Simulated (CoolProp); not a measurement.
Vapour-liquid equilibrium of ethanol (1) + o-xylene (2) at 0.179 MPa; x and y are mole fractions of (1).

Computed with CoolProp (multi-fluid Helmholtz-energy mixture model, Schroeder 2014 and Zhou 2012; pair parameters Bell 2016).

```tsv
x	bubble temperature (°C)	y at the bubble point	dew temperature at overall composition x (°C)	liquid density (mol/L)
0.05	135.5	0.560	165.0	7.493
0.125	116.5	0.759	161.5	(withheld)
0.2	108.6	0.820	157.8	8.344
0.275	104.7	0.848	153.9	8.736
0.35	102.5	(withheld)	149.6	9.150
0.425	101.1	0.873	145.0	9.602
0.5	100.1	0.881	139.9	10.10
0.575	99.3	(withheld)	134.3	10.66
0.65	98.4	0.898	(withheld)	(withheld)
0.725	97.5	0.910	120.3	12.01
0.8	96.4	(withheld)	111.3	12.83
0.875	95.4	0.947	100.8	13.77
0.95	94.3	(withheld)	95.3	14.84
```

Problem. Some entries are withheld; supply them.

Solution. 
- 0.125, liquid density (mol/L): 7.951
- 0.35, y at the bubble point: 0.863
- 0.575, y at the bubble point: 0.889
- 0.65, dew temperature at overall composition x (°C): 127.8
- 0.65, liquid density (mol/L): 11.30
- 0.8, y at the bubble point: 0.926
- 0.95, y at the bubble point: 0.976

No azeotrope shows between x = 0.05 and 0.95.

Pair parameters are fitted to limited data, so mixtures are less certain than the pure fluids. With so large a gap from Raoult's law the liquid may split in two, which this calculation doesn't test in full.
